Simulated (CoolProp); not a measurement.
Properties of hydrogen chloride along the isotherm 84.95 °C.

The numbers come from the reference Helmholtz-energy equation of state, Thol 2018 in CoolProp.

```csv
p (MPa),phase,cv (kJ/(kg K)),Joule-Thomson coefficient (K/MPa),isothermal compressibility (1/MPa),expansivity (1/kK)
0.0394,gas,0.5718,10.43,25.41,2.804
0.0666,gas,0.5723,10.43,15.05,2.812
0.112,gas,0.5731,10.42,8.962,2.825
0.19,gas,0.5744,10.41,5.297,2.848
0.32,gas,0.5766,10.39,3.159,2.886
0.54,gas,0.5804,10.35,1.886,2.953
0.911,gas,0.5870,10.29,1.133,3.072
1.54,gas,0.5987,10.18,0.6858,3.292
2.59,gas,0.6201,9.964,0.4252,3.717
4.38,gas,0.6623,9.525,0.2728,4.672
7.39,gas,0.7538,8.494,0.1939,7.463
12.5,supercritical,0.9494,5.519,0.1934,24.14
```
